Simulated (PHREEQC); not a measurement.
Make-up at 25 °C: 0.072 mol/kgw MgCl2, 0.00017 mol/kgw Na2CO3 and 9.1e-05 mol/kgw MgSO4. Closed to the air; pH follows from the charge balance.

Model: ion-association model, phreeqc.dat, run in PHREEQC.

- pH: 8.92
- ionic strength: 0.216 mol/kgw
- specific conductance: 13300 µS/cm
- density: 1.003 g/cm³
- total alkalinity: 0.340 meq/kg

```tsv
species	molality	activity	log γ
Cl-	0.144	0.102	-0.149
Mg+2	0.0719	0.0242	-0.472
Na+	0.000340	0.000253	-0.128
MgOH+	9.65e-5	7.34e-5	-0.119
HCO3-	8.36e-5	6.20e-5	-0.130
MgSO4	5.51e-5	5.79e-5	0.022
MgCO3	5.35e-5	5.63e-5	0.022
SO4-2	3.59e-5	1.02e-5	-0.546
MgHCO3+	2.46e-5	1.76e-5	-0.147
OH-	1.20e-5	8.44e-6	-0.155
CO3-2	8.05e-6	2.43e-6	-0.520
CO2	1.59e-7	1.67e-7	0.022
NaSO4-	1.74e-8	1.29e-8	-0.130
NaCO3-	1.54e-8	1.15e-8	-0.129
```

No solid was allowed to form.
